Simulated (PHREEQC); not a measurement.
Hard or scaling water (model solution)

A solution holds 1.8 mmol/kgw CaCl2, 0.01 mmol/kgw Na2HPO4 and 0.061 mmol/kgw NaCl, at 80 °C. Closed to the air; pH follows from the charge balance.

Model: ion-association model, phreeqc.dat, run in PHREEQC.

* **pH**: 7.02
* **ionic strength**: 0.00547 mol/kgw
* **specific conductance**: 1150 µS/cm

| species | molality | activity | log γ |
|---|---|---|---|
| Cl- | 0.00366 | 0.00335 | -0.039 |
| Ca+2 | 0.00180 | 0.00127 | -0.149 |
| Na+ | 8.10e-5 | 7.42e-5 | -0.038 |
| CaHPO4 | 3.62e-6 | 3.63e-6 | 0.001 |
| HPO4-2 | 3.08e-6 | 2.18e-6 | -0.150 |
| OH- | 2.93e-6 | 2.68e-6 | -0.039 |
| H2PO4- | 2.84e-6 | 2.60e-6 | -0.037 |
| CaPO4- | 2.33e-7 | 2.14e-7 | -0.037 |

No solid was allowed to form. Examples of supersaturated solids here: Hydroxyapatite. Others may be too. Away from 25 °C the constants follow the database's enthalpies or fits; those with neither stay at their 25 °C values.
